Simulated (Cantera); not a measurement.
Thermodynamics of hydrogen reduction and annealing atmospheres, feed Cr₂O₃ + H₂

Charge: 1 mol Cr₂O₃, a varied amount of H₂, held at 852 °C and 27.0 Pa.

Method: chemical equilibrium by Gibbs-energy minimisation in Cantera with the NASA 1993 tables (ideal gas, pure condensed phases). Candidate condensed phases: Cr, Cr₂O₃, H₂O; 13 gas species. Mutual solubility and eutectic melting of coexisting phases are not modelled. Rates play no part.

From 0.3 mol H₂ to 6 mol H₂ the condensed part is Cr₂O₃(s). From 11 mol H₂ to 65 mol H₂ the condensed part is Cr(s) + Cr₂O₃(s). The main Cr-bearing gas is Cr throughout.

```tsv
n(H₂) (mol)	log p H₂	log p H₂O	log p H	log p Cr	n Cr₂O₃(s)	n Cr(s)
0.3	-3.57	-7.92	-9.14	-10.76	1.000	0
0.55	-3.57	-7.92	-9.14	-10.76	1.000	0
1	-3.57	-7.92	-9.14	-10.76	1.000	0
1.8	-3.57	-7.92	-9.14	-10.76	1.000	0
3.3	-3.57	-7.92	-9.14	-10.76	1.000	0
6	-3.57	-7.92	-9.14	-10.76	1.000	0
11	-3.57	-7.92	-9.14	-10.76	1.000	0.000325
20	-3.57	-7.92	-9.14	-10.76	1.000	0.000592
36	-3.57	-7.92	-9.14	-10.76	0.999	0.00106
65	-3.57	-7.92	-9.14	-10.76	0.999	0.00192
```
log p: log10 of the partial pressure in bar; n: condensed amount in mol.
